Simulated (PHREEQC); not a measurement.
Consider water at 25 °C with 0.029 mol/kgw NaH2PO4 and 0.0011 mol/kgw Na2HPO4. Closed to the air; pH follows from the charge balance.

Computed with PHREEQC (ion-association model, phreeqc.dat).

Each row changes one thing in this solution. Precipitation was switched off in this run.

```tsv
case	pH	ionic strength (mol/kgw)	H2PO4- (mol/kgw)	HPO4-2 (mol/kgw)	NaHPO4- (mol/kgw)
as made	5.56	0.0323	0.0290	0.00108	3.40e-5
NaH2PO4 left out	9.05	0.00328	1.29e-5	0.00108	3.62e-6
Na2HPO4 from 0.0011 to 0.0022 mol/kgw	5.85	0.0355	0.0290	0.00214	7.04e-5
Na2HPO4 replaced by Na2CO3 at the same molality	5.83	0.0330	0.0271	0.00186	5.82e-5
diluted 10-fold with water	5.72	0.00323	0.00290	0.000112	5.34e-7
diluted 5-fold with water	5.68	0.00646	0.00579	0.000222	1.93e-6
Na2HPO4 left out	4.60	0.0291	0.0288	0.000115	3.46e-6
```

Complexes and solids missing from the database can't appear.
